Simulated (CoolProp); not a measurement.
A single-stage vapour-compression cycle with the fluid: evaporating at 246.15 K (dew point), condensing at 310.15 K (bubble point), superheat 2 K, subcooling 5 K, compressor efficiency 0.75, no pressure losses. The same conditions are run with several fluids, on thermodynamics alone (safety and materials aside).

Model: reference Helmholtz-energy equation of state of each fluid (trans-2-butene: Lemmon 2005; R245fa: Akasaka 2015; ammonia: Gao 2020; R507A: Lemmon 2003; R1233zd(E): Akasaka 2022; vinyl chloride: Thol 2022), in CoolProp. Blends and air are pseudo-pure fits.

| fluid | cooling COP | pressure ratio | discharge temperature (K) | refrigerating effect (kJ/kg) | volumetric capacity (kJ/m³) |
|---|---|---|---|---|---|
| trans-2-butene | 2.34 | 11.1 | 337.4 | (withheld) | 253 |
| R245fa | 2.28 | 17.2 | 328.4 | 145 | 125 |
| ammonia | (withheld) | 10.4 | 470.3 | 1080 | 1270 |
| R507A | 1.95 | 7.24 | 330.5 | 102 | (withheld) |
| R1233zd(E) | 2.34 | 15.4 | 335.6 | 149 | 121 |
| vinyl chloride | (withheld) | 9.73 | 385.7 | 279 | 492 |

Question: Some entries are withheld; supply them.

Answer: 
- trans-2-butene, refrigerating effect (kJ/kg): 301
- ammonia, cooling COP: 2.24
- R507A, volumetric capacity (kJ/m³): 1280
- vinyl chloride, cooling COP: 2.38
